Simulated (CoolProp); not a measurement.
A simple Rankine cycle with n-perfluoropentane: condensing at 325.15 K, boiler at 0.892 MPa, turbine inlet 419.7 K, turbine efficiency 0.8, pump efficiency 0.7, no recuperator. Each further row changes one setting.

Computed with CoolProp (reference Helmholtz-energy equation of state, Gao 2022).

```tsv
case	thermal efficiency (%)	net work (kJ/kg)	heat in (kJ/kg)	turbine exit temperature (K)	volume ratio over the turbine
as stated	6.9	11.4	164	401.0	4.52
turbine inlet 439.7 K	6.6	12.3	185	421.4	4.40
condensing temperature 317.15 K	7.9	13.6	173	398.2	5.84
boiler pressure 0.624 MPa	5.3	8.92	167	406.6	3.01
turbine efficiency 0.7	6.0	9.91	164	402.6	4.54
```
